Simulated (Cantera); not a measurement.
A closed system holds: 1 mol Fe3O4, 1.2 mol CO, a varied amount of H2, at 2548 K and 20.0 Pa.

Method: chemical equilibrium by Gibbs-energy minimisation in Cantera with the NASA 1993 tables (ideal gas, pure condensed phases). Candidate condensed phases: C, C6H6, C7H8, C8H18, Fe, Fe(CO)5, FeO, Fe(OH)2, Fe(OH)3, Fe2O3, Fe3O4, H2O; 114 gas species. The numbers say what is thermodynamically allowed, not how fast it happens.

At 0.12 mol H2, list the 5 most abundant gas species with their mole fractions, and the condensed phases.

Fe 0.380, O 0.349, CO 0.145, O2 0.0730, H 0.0277. Condensed: gas only.
